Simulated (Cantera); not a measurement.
A Cantera script and its output.

```python
import numpy as np
import cantera as ct

gas = ct.Solution("gri30.yaml")


def delay(T, t_max=10):
    gas.TPX = T, 37000, {'CH4': 1, 'O2': 3.33, 'N2': 12.5}
    reactor = ct.IdealGasConstPressureReactor(gas, clone=False)
    net = ct.ReactorNet([reactor])
    net.rtol, net.atol = 1e-8, 1e-16
    while net.time < t_max:
        t_old, T_old = net.time, reactor.T
        net.step()
        if reactor.T > T + 400:  # ignition: a rise of 400 K
            return t_old + (T + 400 - T_old) / (reactor.T - T_old) * (net.time - t_old)
    return np.nan


taus = []
for T in [1223, 1273, 1323, 1373, 1423, 1473, 1523]:
    taus.append(delay(T))
    print(f"T0 = {T:6g} K   tau = {taus[-1]:.4e} s")
```

Result:

```
T0 =   1223 K   tau = 5.5107e-02 s
T0 =   1273 K   tau = 2.7313e-02 s
T0 =   1323 K   tau = 1.4240e-02 s
T0 =   1373 K   tau = 7.8323e-03 s
T0 =   1423 K   tau = 4.5520e-03 s
T0 =   1473 K   tau = 2.7909e-03 s
T0 =   1523 K   tau = 1.7952e-03 s
```

Cantera simulation using GRI-Mech 3.0 (53 species, 325 reactions); the numbers are that mechanism's predictions, not measurements.
